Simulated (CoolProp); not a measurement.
n-heptane along the isobar 2.98 MPa: fugacity coefficient from the reference equation and from simpler models built on Tc = 541.2 K, pc = 2.774 MPa, ω = 0.349; each cubic takes its own stable root.

Values from CoolProp's reference Helmholtz-energy equation of state, Span 2003. It is a short technical equation, of lower accuracy than the large ones.

| T (K) | phase | reference |
|---|---|---|
| 488.1 | liquid | 0.3545 |
| 494.4 | liquid | 0.3831 |
| 500.7 | liquid | 0.4126 |
| 507 | liquid | 0.4429 |
| 513.3 | liquid | 0.4738 |
| 519.6 | liquid | 0.5051 |
| 525.9 | liquid | 0.5367 |
| 532.2 | liquid | 0.5682 |
| 538.5 | liquid | 0.5991 |
| 544.8 | supercritical | 0.6284 |
| 551.1 | supercritical | 0.6509 |

Task: How far does each simpler model (van der Waals, Redlich-Kwong, Soave-Redlich-Kwong) lie from the reference over these 11 states: mean and median of the absolute difference, and the worst?

Result: 
- van der Waals: mean 20.5 %, median 18.6 %, worst +41.9 % at 488.1 K and 2.98 MPa
- Redlich-Kwong: mean 9.1 %, median 8.5 %, worst +18.7 % at 488.1 K and 2.98 MPa
- Soave-Redlich-Kwong: mean 3.9 %, median 4.2 %, worst +4.7 % at 488.1 K and 2.98 MPa
